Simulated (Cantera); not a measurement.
# Thermodynamics of silicon oxide and oxynitride deposition, feed SiH2Cl2 + O2 + N2

Input: 1 mol SiH2Cl2, 0.11 mol O2, 5.9 mol N2, at 750 K and 0.0320 bar.

These are equilibrium values from Cantera (NASA tables, ideal gas, pure condensed phases), not measurements of a reactor. Candidate condensed phases: H2O, NH4Cl, Si, SiO2, Si2N2O, Si3N4; 47 gas species. N2 is the only nitrogen source here; it is nearly inert below about 1500 K, so the nitride shown seldom forms there in practice. Kinetics and transport are ignored.

| Item | Result |
|---|---|
| x(N2) | 0.758 |
| x(HCl) | 0.138 |
| x(H2) | 0.0695 |
| x(SiCl4) | 0.0347 |
| x(SiHCl3) | 7.92e-6 |
| x(NH3) | 2.61e-6 |
| n(Si2N2O(s)) | 0.220 mol |
| n(Si3N4(s)) | 0.103 mol |
| gas amount | 7.223 mol |
| log10 activity of Si(s) (absent) | -10.45 |
